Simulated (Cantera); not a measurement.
Input: 1 mol B₂O₃, 2.6 mol HCl, 0.12 mol O₂, equilibrated at 1198.15 K and 4.60 Pa.

Method: chemical equilibrium by Gibbs-energy minimisation in Cantera with the NASA 1993 tables (ideal gas, pure condensed phases). Candidate condensed phases: B, B₂O₃, B₃O₃H₃, H₂O; 33 gas species. The tables' values for BOCl are old estimates; treat these amounts as uncertain. The numbers say what is thermodynamically allowed, not how fast it happens.

Base state: HCl 0.882, Cl 0.0470, O₂ 0.0292, H₂O 0.0199, HBO₂ 0.0168, Cl₂ 0.00473, B₂O₃ 0.000188, BOCl 7.62e-5 (mole fractions); condensed: B₂O₃(l).

### Question
What changes in the equilibrium state with this change: pressure from 4.60 Pa to 1330 Pa?

### Answer
```json
[
 {"species": "HCl", "before": "0.882", "after": "0.889"},
 {"species": "H₂O", "before": "0.0199", "after": "0.0401"},
 {"species": "Cl₂", "before": "0.00473", "after": "0.0370"},
 {"species": "Cl", "before": "0.0470", "after": "0.00772"},
 {"species": "HBO₂", "before": "0.0168", "after": "0.00141"},
 {"species": "O₂", "before": "0.0292", "after": "0.0244"},
 {"species": "B₂O₃", "before": "0.000188", "after": "6.49e-7"},
 {"species": "BO₂", "before": "1.04e-5", "after": "1.42e-7"},
 {"species": "(HBO₂)₃", "before": "2.23e-7", "after": "1.09e-5"},
 {"species": "BOCl", "before": "7.62e-5", "after": "3.17e-6"},
 {"species": "B₂O₃(l), mol", "before": "0.976", "after": "0.998"}
]
```
Gases not in the tables: H₃BO₃.
